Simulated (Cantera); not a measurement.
Charge: 1 mol SiH4, 38 mol NH3, 63 mol H2, 17 mol N2, at 1000 Pa.

Equilibrium computed with Cantera from the NASA thermochemical tables; the gas is ideal and each condensed phase is pure. Candidate condensed phases: Si, Si3N4; 18 gas species. Kinetics and transport are ignored.

Problem. At 1700 K, list the 4 most abundant gas species with their mole fractions, and the condensed phases.

Solution. H2 0.774, N2 0.224, H 0.00130, Si 5.32e-5. Condensed: Si3N4(s).
